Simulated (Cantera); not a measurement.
Feed: 1 mol Pb, 46 mol H2, 0.4 mol CO, held at 427 °C and 0.000330 bar.

These are equilibrium values from Cantera (NASA tables, ideal gas, pure condensed phases), not measurements of a reactor. Candidate condensed phases: C, C6H6, C7H8, C8H18, H2O, Pb, PbO, PbO2, Pb3O4; 113 gas species. Rates play no part.

Base state: H2 0.990, CO 0.00687, CH4 0.00168, H2O 0.00157, CO2 0.000103 (mole fractions); condensed: Pb(l).

### Question
What changes in the equilibrium state with this change: CO from 0.4 to 0.12 mol?

### Answer
| species | before | after |
|---|---|---|
| H2 | 0.990 | 0.997 |
| CO | 0.00687 | 0.00176 |
| CH4 | 0.00168 | 0.000837 |
| CO2 | 0.000103 | 1.37e-5 |
| H2O | 0.00157 | 0.000823 |
| Pb(l), mol | 1.000 | 1.000 |

### Question
What changes in the equilibrium state with this change: temperature from 427 °C to 650 °C?

### Answer
```tsv
species	before	after
H2	0.990	0.984
CO	0.00687	0.00854
Pb	3.38e-6	0.00772
CO2	0.000103	3.12e-7
CH4	0.00168	1.79e-5
H2O	0.00157	1.76e-5
Pb(l), mol	1.000	0.639
```

### Question
What changes in the equilibrium state with this change: H2 from 46 to 0.15 mol?

### Answer
```tsv
species	before	after
CO	0.00687	0.421
H2	0.990	0.323
CO2	0.000103	0.236
H2O	0.00157	0.0192
CH4	0.00168	0.000292
Pb(l), mol	1.000	1.000
C(graphite), mol	0	0.112
```
